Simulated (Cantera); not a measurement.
**Adiabatic ignition**

An adiabatic, constant-pressure homogeneous reactor starts with C2H4 : O2 : N2 : H2O = 1 : 3.53 : 11.6 : 0.86 (molar parts), at 1300 K and 0.250 bar.

Cantera simulation using GRI-Mech 3.0 (53 species, 325 reactions); the numbers are that mechanism's predictions, not measurements. GRI-Mech 3.0 was tuned for natural gas; its chemistry of ethylene as a main component is partial and can be far from experiment.

| t (s) | T (K) | x C2H4 | x O2 | x H2O | x H | x NO | x CO | x C2H |
|---|---|---|---|---|---|---|---|---|
| 1.00e-6 | 1300 | 0.0589 | 0.208 | 0.0506 | 2.02e-12 | <1e-12 | <1e-12 | <1e-12 |
| 2.70e-6 | 1300 | 0.0589 | 0.208 | 0.0506 | 8.73e-12 | <1e-12 | 6.39e-12 | <1e-12 |
| 7.30e-6 | 1300 | 0.0589 | 0.208 | 0.0506 | 4.56e-11 | <1e-12 | 5.65e-11 | <1e-12 |
| 1.97e-5 | 1300 | 0.0589 | 0.208 | 0.0506 | 2.38e-10 | <1e-12 | 5.43e-10 | <1e-12 |
| 5.34e-5 | 1300 | 0.0589 | 0.208 | 0.0506 | 2.76e-9 | <1e-12 | 1.04e-8 | <1e-12 |
| 0.000144 | 1300 | 0.0588 | 0.208 | 0.0506 | 8.53e-7 | <1e-12 | 3.60e-6 | <1e-12 |
| 0.000390 | 2232 | <1e-12 | 0.0548 | 0.114 | 0.0251 | 2.49e-5 | 0.0528 | <1e-12 |
| 0.00105 | 2391 | <1e-12 | 0.0517 | 0.122 | 0.0169 | 0.000234 | 0.0485 | <1e-12 |
| 0.00285 | 2557 | <1e-12 | 0.0480 | 0.132 | 0.00983 | 0.00130 | 0.0427 | <1e-12 |
| 0.00770 | 2595 | <1e-12 | 0.0456 | 0.134 | 0.00830 | 0.00458 | 0.0408 | <1e-12 |
| 0.0208 | 2591 | <1e-12 | 0.0436 | 0.135 | 0.00814 | 0.00927 | 0.0408 | <1e-12 |
| 0.0562 | 2590 | <1e-12 | 0.0429 | 0.135 | 0.00808 | 0.0110 | 0.0408 | <1e-12 |
| 0.152 | 2590 | <1e-12 | 0.0428 | 0.135 | 0.00808 | 0.0110 | 0.0408 | <1e-12 |
| 0.411 | 2590 | <1e-12 | 0.0428 | 0.135 | 0.00808 | 0.0110 | 0.0408 | <1e-12 |
| 1.11 | 2590 | <1e-12 | 0.0428 | 0.135 | 0.00808 | 0.0110 | 0.0408 | <1e-12 |
| 3.00 | 2590 | <1e-12 | 0.0428 | 0.135 | 0.00808 | 0.0110 | 0.0408 | <1e-12 |
x: mole fraction; the columns are a selection and need not sum to one.

```json
{
  "time_of_steepest_temperature_rise": "0.294 ms",
  "temperature at 3.00 s": "2590 K",
  "equilibrium_temperature": "2590 K",
  "x(C2H4) at 3.00 s": "<1e-12 (gas-phase equilibrium <1e-12)",
  "x(O2) at 3.00 s": "0.0428 (gas-phase equilibrium 0.0428)",
  "x(H2O) at 3.00 s": "0.135 (gas-phase equilibrium 0.135)"
}
```
